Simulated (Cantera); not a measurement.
What does this Cantera script print?

```python
import numpy as np
import cantera as ct

gas_names = """
    CL2 ALF3 F2
""".split()
cond_names = """
    ALCL3(s) ALCL3(L)
""".split()


# ... load() reads the species with a 1 bar reference pressure and builds the phases ...
species = {s.name: s for s in load("nasa_gas.yaml", gas_names) + load("nasa_condensed.yaml", cond_names)}
# Each term lists the table entries of one substance; the one whose range holds T is used.
reactions = {
    '3 Cl2(g) + 2 AlF3(g) = 2 AlCl3 + 3 F2(g)':
        [(-3, ['CL2']), (-2, ['ALF3']), (2, ['ALCL3(s)', 'ALCL3(L)']), (3, ['F2'])],
}


def pick(names, T):
    return next(species[n] for n in names if species[n].thermo.min_temp <= T <= species[n].thermo.max_temp)


results = []
for label, terms in reactions.items():
    print(label)
    print("     T/K   dH/kJ  dS/(J/K)   dG/kJ   log10 K")
    for T in [300, 400, 425, 450, 475, 500]:
        used = [(nu, pick(names, T)) for nu, names in terms]
        dH = sum(nu * s.thermo.h(T) for nu, s in used) / 1e6
        dS = sum(nu * s.thermo.s(T) for nu, s in used) / 1e3
        dG = dH - T * dS / 1e3
        logK = -dG * 1e6 / (ct.gas_constant * T * np.log(10))
        results.append((label, T, dH, dS, dG, logK, [s.name for _, s in used]))
        print(f"{T:8g} {dH:8.1f} {dS:8.1f} {dG:8.1f} {logK:8.2f}")
```

Result:

```
3 Cl2(g) + 2 AlF3(g) = 2 AlCl3 + 3 F2(g)
     T/K   dH/kJ  dS/(J/K)   dG/kJ   log10 K
     300   1007.4   -395.4   1126.1  -196.06
     400   1012.7   -380.3   1164.8  -152.11
     425   1014.1   -376.8   1174.3  -144.32
     450   1015.6   -373.4   1183.7  -137.39
     475   1088.3   -217.4   1191.5  -131.03
     500   1090.8   -212.2   1196.9  -125.04
```

Cantera with NASA thermochemical tables; ideal gases at 1 bar, condensed phases pure. Condensed species are held in their standard states even where they would react or evaporate.
